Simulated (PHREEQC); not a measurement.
PHREEQC input (ion-association model, wateq4f.dat):

```
SOLUTION_MASTER_SPECIES
  An  An-  0  An  62.0  # stands for a non-complexing anion
SOLUTION_SPECIES
  An- = An-
    -log_k 0
    -gamma 3.0 0
PHASES
  Fix_H+
    H+ = H+
    -log_k 0
SOLUTION 1
  temp 25
  units mmol/kgw
  pH 7 charge
  Na 1
  An 1
END
SELECTED_OUTPUT 1
  -reset false
  -pH true
  -pe true
  -ionic_strength true
  -water true
  -totals Na
  -molalities Hfo_wOH Hfo_wOH2+ Hfo_wO- Hfo_sOH Hfo_sOH2+ Hfo_sO-
USER_PUNCH 1
  -headings sigma psi
  10 PUNCH EDL("sigma", "Hfo"), EDL("psi", "Hfo")
PRINT
  -reset false
USE solution 1
SURFACE 1
  Hfo_wOH 0.000247191 600 0.11
  Hfo_sOH 6.17978e-06
EQUILIBRIUM_PHASES 1
  Fix_H+ -4 HAn 10
    -force_equality true
  O2(g) -0.68 10
END
# ... the last block is repeated for the other 16 points of pH, with NaOH or the acid as the point needs
```

Selected output (columns that matter, 16 of 17 rows; pH added in front):

```
pH	mu	Na	m_Hfo_wOH	m_Hfo_wOH2+	m_Hfo_wO-	m_Hfo_sOH	m_Hfo_sOH2+	m_Hfo_sO-	sigma	psi
4	0.0011441	0.001	0.00015537	8.5342e-05	6.4798e-06	3.8842e-06	2.1336e-06	1.62e-07	0.11818	0.21002
4.5	0.0010596	0.001	0.00017313	6.32e-05	1.0865e-05	4.3282e-06	1.58e-06	2.7161e-07	0.078428	0.19093
5	0.0010276	0.001	0.00018248	4.9202e-05	1.5505e-05	4.5621e-06	1.2301e-06	3.8762e-07	0.050498	0.16914
5.5	0.001014	0.001	0.00018688	4.0617e-05	1.9697e-05	4.6719e-06	1.0154e-06	4.9242e-07	0.031351	0.1451
6	0.0010075	0.001	0.00018871	3.5504e-05	2.2978e-05	4.7177e-06	8.876e-07	5.7445e-07	0.018772	0.11923
6.5	0.001004	0.001	0.0001894	3.2508e-05	2.528e-05	4.7351e-06	8.1269e-07	6.3201e-07	0.010831	0.092011
7	0.0010021	0.001	0.00018965	3.0742e-05	2.6802e-05	4.7412e-06	7.6855e-07	6.7004e-07	0.0059049	0.063901
7.5	0.001001	0.001	0.00018973	2.965e-05	2.7813e-05	4.7432e-06	7.4124e-07	6.9533e-07	0.0027521	0.035264
8.5	0.0010039	0.0010044	0.00018974	2.8162e-05	2.9287e-05	4.7436e-06	7.0405e-07	7.3217e-07	-0.0016856	-0.022568
9	0.0010119	0.0010134	0.00018969	2.7287e-05	3.021e-05	4.7424e-06	6.8217e-07	7.5526e-07	-0.0043812	-0.051341
9.5	0.0010357	0.0010386	0.00018954	2.5991e-05	3.1664e-05	4.7384e-06	6.4976e-07	7.9161e-07	-0.0085025	-0.07969
10	0.0011092	0.0011145	0.00018904	2.3907e-05	3.4244e-05	4.726e-06	5.9767e-07	8.561e-07	-0.015491	-0.10719
10.5	0.0013396	0.0013493	0.00018739	2.043e-05	3.9374e-05	4.6847e-06	5.1076e-07	9.8434e-07	-0.028388	-0.13296
11	0.0020718	0.0020904	0.00018137	1.4757e-05	5.1065e-05	4.5342e-06	3.6892e-07	1.2766e-06	-0.054411	-0.15501
11.5	0.0044405	0.0044772	0.00016065	7.479e-06	7.9057e-05	4.0164e-06	1.8698e-07	1.9764e-06	-0.10727	-0.17025
12	0.0123	0.012369	0.00010954	2.0269e-06	0.00013562	2.7386e-06	5.0673e-08	3.3905e-06	-0.2002	-0.17612
```

Complexes and solids missing from the database can't appear.
